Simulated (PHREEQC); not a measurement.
Make-up at 20 °C: 0.24 mol/kgw H2SO4, 0.1 mol/kgw NaCl and 0.012 mol/kgw CuCl2. Closed to the air; pH follows from the charge balance.

Computed with PHREEQC (ion-association model, wateq4f.dat).

| quantity | before | after |
|---|---|---|
| pH | 0.67 | 0.66 |
| ionic strength (mol/kgw) | 0.435 | 0.464 |
| CuCl+ (mol/kgw) | 0.000574 | 0.00134 |
| CuCl2 (mol/kgw) | 1.41e-5 | 3.85e-5 |
| CuCl3- (mol/kgw) | 6.18e-9 | 2.01e-8 |
| SI of Tenorite (CuO) | -9.13 | -8.84 |
| SI of Cu(OH)2 (Cu(OH)2) | -10.16 | -9.87 |

Task: Which change was made?
A) H2SO4 replaced by CdSO4 at the same molality
B) NaCl left out
C) CuCl2 from 0.012 to 0.024 mol/kgw
D) 0.31 mol/kgw H3PO4 added
E) H2SO4 left out

Result: C, CuCl2 from 0.012 to 0.024 mol/kgw

Precipitation was switched off in this run.
